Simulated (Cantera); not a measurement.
## Reactions in the system Cu-F-H-N

Cantera with NASA thermochemical tables; ideal gases at 1 bar, condensed phases pure. Values are per mole of reaction as written; species without (g) are pure solids or liquids, kept so even where they would boil at 1 bar.

NH3(g) + 3 CuF2(g) = NF3(g) + 3 Cu + 3 HF(g)

```json
[
 {"T (K)": "300", "ΔH° (kJ)": "-102.5", "ΔS° (J/K)": "-112.2", "ΔG° (kJ)": "-68.9", "log10 K": "11.99", "condensed phases": "Cu(s)"},
 {"T (K)": "2023", "ΔH° (kJ)": "-3.1", "ΔS° (J/K)": "-19.2", "ΔG° (kJ)": "35.7", "log10 K": "-0.92", "condensed phases": "Cu(l)"},
 {"T (K)": "2098", "ΔH° (kJ)": "-0.4", "ΔS° (J/K)": "-17.9", "ΔG° (kJ)": "37.1", "log10 K": "-0.92", "condensed phases": "Cu(l)"},
 {"T (K)": "2173", "ΔH° (kJ)": "2.4", "ΔS° (J/K)": "-16.6", "ΔG° (kJ)": "38.4", "log10 K": "-0.92", "condensed phases": "Cu(l)"},
 {"T (K)": "2248", "ΔH° (kJ)": "5.1", "ΔS° (J/K)": "-15.4", "ΔG° (kJ)": "39.6", "log10 K": "-0.92", "condensed phases": "Cu(l)"},
 {"T (K)": "2323", "ΔH° (kJ)": "7.7", "ΔS° (J/K)": "-14.2", "ΔG° (kJ)": "40.7", "log10 K": "-0.92", "condensed phases": "Cu(l)"}
]
```
